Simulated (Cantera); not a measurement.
Charge: 1 mol Ti, 0.52 mol CH4, at 1750 K and 10.0 mbar.

These are equilibrium values from Cantera (NASA tables, ideal gas, pure condensed phases), not measurements of a reactor. Candidate condensed phases: C, C6H6, C7H8, C8H18, Ti, TiC; 77 gas species. Mutual solubility and eutectic melting of coexisting phases are not modelled. TiC: taken at fixed stoichiometry. Condensed phases not in the tables: N, O or C dissolved in the metal. The numbers say what is thermodynamically allowed, not how fast it happens.

Base state: H2 0.998, H 0.00232, Ti 2.05e-5 (mole fractions); condensed: Ti(β) + TiC(s).

### Question
What changes in the equilibrium state with this change: Ti replaced by Ti(OiPr)4?

### Answer
```json
[
 {"species": "H2", "before": "0.998", "after": "0.788"},
 {"species": "CO", "before": "0", "after": "0.210"},
 {"species": "H", "before": "0.00232", "after": "0.00206"},
 {"species": "Ti", "before": "2.05e-5", "after": "<1e-9"},
 {"species": "C2H2 (acetylene)", "before": "<1e-9", "after": "9.05e-5"},
 {"species": "Ti(β), mol", "before": "0.480", "after": "0"},
 {"species": "TiC(s), mol", "before": "0.520", "after": "1.00"},
 {"species": "C(graphite), mol", "before": "0", "after": "7.52"}
]
```
The feed counts by its element totals alone. Further candidate phases: H2O, TiO, TiO2, Ti2O3, Ti3O5, Ti4O7.

### Question
What changes in the equilibrium state with this change: temperature from 1750 K to 1075 K?

### Answer
| species | before | after |
|---|---|---|
| H2 | 0.998 | 1.00 |
| H | 0.00232 | 1.47e-7 |
| Ti | 2.05e-5 | <1e-9 |
| Ti(β), mol | 0.480 | 0 |
| TiC(s), mol | 0.520 | 0.520 |
| Ti(α), mol | 0 | 0.480 |
